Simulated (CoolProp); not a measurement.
A Linde-Hampson liquefier for methane: isothermal reversible compression at 230 K from 1 atm to 5 MPa, throttling to 1 atm, return gas leaving the recuperator 0 K below the feed. Each further row changes one setting.

The numbers come from the reference Helmholtz-energy equation of state, Setzmann 1991 in CoolProp.

```
case                        liquid yield per pass  compression work (kJ/kg of gas)
--------------------------  ---------------------  -------------------------------
as stated                                       ?                              439
high pressure 10 MPa                        0.283                              494
warm-end temperature 260 K                      ?                                ?
warm-end gap 5 K                            0.105                              439
```

Question: Fill in the missing entries.

Answer: 
- as stated, liquid yield per pass: 0.118
- warm-end temperature 260 K, liquid yield per pass: 0.080
- warm-end temperature 260 K, compression work (kJ/kg of gas): 507
